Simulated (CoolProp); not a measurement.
Neopentane at several states: density (kg/m³) from the reference equation and from simpler models built on Tc = 433.7 K, pc = 3196 kPa, ω = 0.196; each cubic takes its own stable root.

Values from CoolProp's reference Helmholtz-energy equation of state, Lemmon 2006. It is a short technical equation, of lower accuracy than the large ones.

```json
[
 {"T (K)": "528.5", "p (kPa)": "3550", "phase": "supercritical", "reference": "73.83", "van der Waals": "76.54", "Redlich-Kwong": "75.31", "Peng-Robinson": "75.18"},
 {"T (K)": "312.1", "p (kPa)": "59", "phase": "gas", "reference": "1.671", "van der Waals": "1.660", "Redlich-Kwong": "1.667", "Peng-Robinson": "1.670"},
 {"T (K)": "440", "p (kPa)": "3580", "phase": "supercritical", "reference": "266.9", "van der Waals": "216.9", "Redlich-Kwong": "233.9", "Peng-Robinson": "238.9"},
 {"T (K)": "264", "p (kPa)": "993", "phase": "liquid", "reference": "621.6", "van der Waals": "394.1", "Redlich-Kwong": "578.4", "Peng-Robinson": "666.5"},
 {"T (K)": "280", "p (kPa)": "55.8", "phase": "gas", "reference": "1.773", "van der Waals": "1.755", "Redlich-Kwong": "1.765", "Peng-Robinson": "1.770"},
 {"T (K)": "390.1", "p (kPa)": "63", "phase": "gas", "reference": "1.415", "van der Waals": "1.412", "Redlich-Kwong": "1.414", "Peng-Robinson": "1.416"}
]
```
